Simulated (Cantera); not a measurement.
A closed system holds: 1 mol Si2Cl6, 0.51 mol NH3, 34 mol H2, equilibrated at 10.0 Torr.

Equilibrium computed with Cantera from the NASA thermochemical tables; the gas is ideal and each condensed phase is pure. Candidate condensed phases: NH4Cl, Si, Si3N4; 28 gas species. The feed counts by its element totals alone. Mutual solubility and eutectic melting of coexisting phases are not modelled. The tables' values for SiCl3 are old estimates; treat these amounts as uncertain. Equilibrium is a limit: real reactors are often held back by kinetics, nucleation or transport. All values below are at 1500 K.

Base state: H2 0.872, HCl 0.0923, SiCl2 0.0314, N2 0.00356, SiCl3 0.000893, H 0.000142, SiCl4 8.07e-5, SiHCl3 7.89e-5 (mole fractions); condensed: Si(s) + Si3N4(s).

What changes in the equilibrium state with this change: NH3 from 0.51 to 12 mol?


| species | before | after |
|---|---|---|
| H2 | 0.872 | 0.823 |
| HCl | 0.0923 | 0.0917 |
| N2 | 0.00356 | 0.0808 |
| SiCl2 | 0.0314 | 0.00408 |
| SiH2Cl2 | 1.23e-5 | 1.51e-6 |
| SiHCl3 | 7.89e-5 | 1.02e-5 |
| SiCl3 | 0.000893 | 0.000119 |
| SiCl4 | 8.07e-5 | 1.10e-5 |
| H | 0.000142 | 0.000138 |
| Si(s), mol | 0.589 | 0 |
| Si3N4(s), mol | 0.0602 | 0.582 |

What changes in the equilibrium state with this change: Si2Cl6 replaced by trisilylamine?


| species | before | after |
|---|---|---|
| H2 | 0.872 | 0.996 |
| N2 | 0.00356 | 0.00356 |
| H | 0.000142 | 0.000152 |
| HCl | 0.0923 | 0 |
| SiCl2 | 0.0314 | 0 |
| SiCl3 | 0.000893 | 0 |
| SiCl4 | 8.07e-5 | 0 |
| SiHCl3 | 7.89e-5 | 0 |
| SiH2Cl2 | 1.23e-5 | 0 |
| Cl | 1.22e-5 | 0 |
| Si(s), mol | 0.589 | 2.08 |
| Si3N4(s), mol | 0.0602 | 0.307 |
